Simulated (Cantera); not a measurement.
Feed: 1 mol C2H6, 1.3 mol H2O, 1.9 mol H2, at 1748.15 K and 13.3 mbar.

Method: chemical equilibrium by Gibbs-energy minimisation in Cantera with the NASA 1993 tables (ideal gas, pure condensed phases). Candidate condensed phases: C, C6H6, C7H8, C8H18, H2O; 110 gas species. Equilibrium is a limit: real reactors are often held back by kinetics, nucleation or transport.

Base state: H2 0.825, CO 0.173, H 0.00180, C2H2 (acetylene) 9.33e-5 (mole fractions); condensed: C(graphite).

Question: What changes in the equilibrium state with this change: temperature from 1748.15 K to 750 K?

Answer: 
```csv
species,before,after
H2,0.825,0.809
CO,0.173,0.0659
H2O,7.08e-7,0.0647
CO2,4.11e-8,0.0322
CH4,8.34e-6,0.0279
H,0.00180,<1e-9
C2H2 (acetylene),9.33e-5,<1e-9
"C(graphite), mol",0.699,1.16
```
